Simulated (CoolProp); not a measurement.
A single-stage vapour-compression cycle with the fluid: evaporating at 321.15 K (dew point), condensing at 358.15 K (bubble point), superheat 0 K, subcooling 0 K, compressor efficiency 0.8, no pressure losses. The same conditions are run with several fluids, on thermodynamics alone (safety and materials aside).

The numbers come from the reference Helmholtz-energy equation of state of each fluid (hydrogen sulfide: Lemmon 2006; R141b: Lemmon 2006; R365MFC: Lemmon 2016; isobutene: Lemmon 2005; R113: Marx 1992; fluoroethane (R161): Wu 2012) in CoolProp.

Q: Rank hydrogen sulfide, R141b, R365MFC, isobutene, R113, fluoroethane (R161) by cooling COP, highest first.

A: R141b (6.02), R113 (5.87), R365MFC (5.62), isobutene (5.42), fluoroethane (R161) (4.74), hydrogen sulfide (4.53)

| fluid | pressure ratio | discharge temperature (K) | refrigerating effect (kJ/kg) | volumetric capacity (kJ/m³) |
|---|---|---|---|---|
| hydrogen sulfide | 2.04 | 394.5 | 253 | 14900 |
| R141b | 2.78 | 361.7 | 169 | 1350 |
| R365MFC | 3.02 | 358.2 | 130 | 1010 |
| isobutene | 2.34 | 358.3 | 233 | 3290 |
| R113 | 2.94 | 358.1 | 109 | 816 |
| fluoroethane (R161) | 2.19 | 372.8 | 193 | 7650 |

The compression ends wet for: R365MFC; R113.
